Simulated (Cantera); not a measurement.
## Fluorocarbon and chlorocarbon gases: CHF3 + CH4

A closed system holds: 1 mol CHF3, 0.43 mol CH4, held at 35000 Pa.

Equilibrium computed with Cantera from the NASA thermochemical tables; the gas is ideal and each condensed phase is pure. Candidate condensed phases: C, C6H6, C7H8, C8H18; 95 gas species. Gases not in the tables: C2F6 and larger saturated fluorocarbons. The numbers say what is thermodynamically allowed, not how fast it happens.

From 1400 °C to 2200 °C the condensed part is C(graphite). The main C-bearing gas is CF4 at 1400 °C and CF2 at 2200 °C.

| T (°C) | x HF | x CF2 | x CF4 | x F | x CF3 | x CF | n C(graphite) |
|---|---|---|---|---|---|---|---|
| 1400 | 0.975 | 0.000115 | 0.0250 | 2.38e-5 | 1.68e-5 | 1.58e-8 | 1.36 |
| 1500 | 0.975 | 0.000354 | 0.0249 | 8.59e-5 | 4.17e-5 | 1.12e-7 | 1.36 |
| 1600 | 0.974 | 0.000957 | 0.0245 | 0.000270 | 9.32e-5 | 6.39e-7 | 1.36 |
| 1700 | 0.973 | 0.00231 | 0.0236 | 0.000749 | 0.000189 | 3.04e-6 | 1.36 |
| 1800 | 0.971 | 0.00498 | 0.0218 | 0.00187 | 0.000344 | 1.23e-5 | 1.35 |
| 1900 | 0.967 | 0.00958 | 0.0186 | 0.00419 | 0.000557 | 4.25e-5 | 1.35 |
| 2000 | 0.961 | 0.0161 | 0.0139 | 0.00843 | 0.000773 | 0.000127 | 1.34 |
| 2100 | 0.952 | 0.0231 | 0.00846 | 0.0151 | 0.000875 | 0.000326 | 1.34 |
| 2200 | 0.943 | 0.0274 | 0.00390 | 0.0238 | 0.000774 | 0.000716 | 1.34 |
x: gas mole fraction; n: condensed amount in mol.
